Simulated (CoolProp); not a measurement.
A single-stage vapour-compression cycle with R13: evaporating at 214.15 K (dew point), condensing at 272.15 K (bubble point), superheat 2 K, subcooling 0 K, compressor efficiency 0.85, no pressure losses. Each further row changes one setting.

Values from CoolProp's reference Helmholtz-energy equation of state, Platzer 1990. This equation is an older, rougher fit; its heat capacities, sound speeds and derivatives of the liquid may be far off and weren't checked against measurements.

```csv
case,cooling COP,pressure ratio,discharge temperature (K),refrigerating effect (kJ/kg),volumetric capacity (kJ/m³)
as stated,[?],6.58,300.5,77.9,1440
evaporating temperature 219.15 K,2.36,5.36,297.4,79.7,1790
condensing temperature 267.15 K,2.37,[?],293.9,83.9,1550
subcooling 5 K,[?],6.58,300.5,84.1,1560
superheat 12 K,2.06,6.58,310.9,83.9,1460
compressor efficiency 0.75,1.80,6.58,306.8,77.9,1440
```

Task: What belongs in the gaps?

Result: 
- as stated, cooling COP: 2.04
- condensing temperature 267.15 K, pressure ratio: 5.77
- subcooling 5 K, cooling COP: 2.20
